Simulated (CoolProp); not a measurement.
Computed with CoolProp (reference Helmholtz-energy equation of state, Thol 2014).

### Question
For chloromethane (R40), give the phase and the density (kg/m³), cv (kJ/(kg K)), expansivity (1/kK) at 500 K and 13.5 MPa; 500 K and 15.4 MPa; 500 K and 17.3 MPa.

### Answer
- 500 K and 13.5 MPa: supercritical; density 283, cv 1.05, expansivity 9.02
- 500 K and 15.4 MPa: supercritical; density 343, cv 1.05, expansivity 9.12
- 500 K and 17.3 MPa: supercritical; density 395, cv 1.04, expansivity 8.34
